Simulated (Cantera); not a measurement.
An adiabatic, constant-pressure homogeneous reactor starts with CH₄ : O₂ : N₂ = 1 : 1 : 3.76 (molar parts), equivalence ratio 2.0, at 1275 K and 1.28 atm.

Detailed kinetics in Cantera: GRI-Mech 3.0 (53 species, 325 reactions).

Problem. Predict: time of steepest temperature rise; temperature at 0.200 s; equilibrium temperature; x(O₂) at 0.200 s; x(N₂O) at 0.200 s.

Solution. 
| Quantity | Result |
|---|---|
| time of steepest temperature rise | 19.4 ms |
| temperature at 0.200 s | 2336 K |
| equilibrium temperature | 2336 K |
| x(O₂) at 0.200 s | 3.11e-6 (gas-phase equilibrium 3.11e-6) |
| x(N₂O) at 0.200 s | 2.90e-9 (gas-phase equilibrium 2.90e-9) |
